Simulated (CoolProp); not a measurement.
Vapour-liquid equilibrium of n-butane (1) + benzene (2) at 294.2 K; x and y are mole fractions of (1).

The numbers come from the multi-fluid Helmholtz-energy mixture model, Bücker 2006 and Thol 2012; pair parameters Bell 2016 in CoolProp.

| x | bubble pressure (kPa) | y at the bubble point | dew pressure at overall composition x (kPa) | liquid density (mol/L) |
|---|---|---|---|---|
| 0.05 | 24.81 | 0.593 | 11.08 | 11.19 |
| 0.125 | 46.08 | 0.795 | 12.00 | 11.11 |
| 0.2 | 66.47 | 0.868 | 13.09 | 11.02 |
| 0.275 | 85.42 | 0.905 | 14.39 | 10.94 |
| 0.35 | 102.7 | 0.927 | 15.97 | 10.85 |
| 0.425 | 118.2 | 0.942 | 17.95 | 10.75 |
| 0.5 | 132.1 | 0.953 | 20.48 | 10.66 |
| 0.575 | 144.7 | 0.961 | 23.85 | 10.56 |
| 0.65 | 156.5 | 0.968 | 28.54 | 10.45 |
| 0.725 | 167.9 | 0.975 | 35.52 | 10.35 |
| 0.8 | 179.4 | 0.981 | 47.00 | 10.24 |
| 0.875 | 191.6 | 0.987 | 69.30 | 10.13 |
| 0.95 | 204.9 | 0.995 | 128.3 | 10.01 |

No azeotrope shows between x = 0.05 and 0.95.

Pair parameters are fitted to limited data, so mixtures are less certain than the pure fluids.
